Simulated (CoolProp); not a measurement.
Vapour-liquid equilibrium of n-butane (1) + cis-2-butene (2) at 281.7 K; x and y are mole fractions of (1).

Values from CoolProp's multi-fluid Helmholtz-energy mixture model, Bücker 2006 and Lemmon 2005; pair parameters Bell 2016.

**Question.** Give the bubble pressure and the first vapour's composition at x = 0.35, 0.45, 0.65. Is there an azeotrope?

**Answer.** x = 0.35: 0.1312 MPa, y = 0.387; x = 0.45: 0.1332 MPa, y = 0.485; x = 0.65: 0.1366 MPa, y = 0.674. No azeotrope shows between x = 0.05 and 0.95.

The pair parameters rest on a limited set of measurements; away from them the model extrapolates.
